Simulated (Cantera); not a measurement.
Charge: 1 mol FeS2, 2.3 mol SO3, a varied amount of CO2, at 1148.15 K and 0.0100 bar.

Method: chemical equilibrium by Gibbs-energy minimisation in Cantera with the NASA 1993 tables (ideal gas, pure condensed phases). Candidate condensed phases: C, Fe, Fe(CO)5, FeO, FeS, FeSO4, FeS2, Fe2O3, Fe2(SO4)3, Fe3O4, S; 25 gas species. Mutual solubility and eutectic melting of coexisting phases are not modelled. FeS: taken at fixed stoichiometry. Gases not in the tables: S3 to S7. Kinetics and transport are ignored.

Q: At 0.77 mol CO2, list the 4 most abundant gas species with their mole fractions, and the condensed phases.

A: SO2 0.727, CO2 0.178, S2 0.0884, CO 0.00364. Condensed: FeS(s) + Fe3O4(s).
